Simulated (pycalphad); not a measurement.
CALPHAD calculation (pycalphad, COST 507 light-alloy database (1999)), 1 atm. The database dates from 1999; later assessments differ in places, in temperatures and in the compounds included. Phase fractions are per mole of atoms.

**Question.** Give the equilibrium state of Al-0.39Mg-0.26Si (at.%) at 925 K.

**Answer.** 
```
T = 925.00 K, P = 101325 Pa, N = 1 mol of atoms
G = -37583 J/mol, H = 20608 J/mol, S = 62.91 J/(mol K)  (SER reference)
chemical potentials (J/mol): Al -37367, Mg -81898, Si -53856
phase             fraction      x(Al)      x(Mg)      x(Si)
FCC_A1              0.7488     0.9967     0.0025   0.000786
LIQUID              0.2512     0.9839     0.0081     0.0080
```

**Question.** Give the equilibrium state of Al-0.39Mg-0.26Si (at.%) at 550 K.

**Answer.** 
```
T = 550.00 K, P = 101325 Pa, N = 1 mol of atoms
G = -17837 J/mol, H = 6455 J/mol, S = 44.17 J/(mol K)  (SER reference)
chemical potentials (J/mol): Al -17725, Mg -50330, Si -12177
phase             fraction      x(Al)      x(Mg)      x(Si)
FCC_A1              0.9942     0.9993   0.000281   0.000374
MG2SI               0.0054       none     0.6667     0.3333
DIAMOND_A4          0.0004   1.45e-10       none     1.0000
```

Database names, with the compositions (at.%) that they take in these runs: MG2SI: Mg 67 Si 33. FCC_A1 is fcc; DIAMOND_A4 is diamond (Si). An entry "none" or "no" means that the model of the phase leaves that element out.
